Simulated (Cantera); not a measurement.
**Ignition delay**

Mixture: CH4 : O2 : N2 = 1 : 2.78 : 10.4 (molar parts), equivalence ratio 0.72, at 660000 Pa, adiabatic and at constant volume. Ignition delay is the time to a rise of 400 K.

Cantera simulation using GRI-Mech 3.0 (53 species, 325 reactions); the numbers are that mechanism's predictions, not measurements.

```csv
T0 (K),delay (ms)
1425,0.461
1500,0.220
1575,0.111
1650,0.0591
1725,0.0334
```

```
Item                                                    Result
--------------------------------------------------  ----------
apparent activation energy between 1575 and 1725 K  180 kJ/mol
```
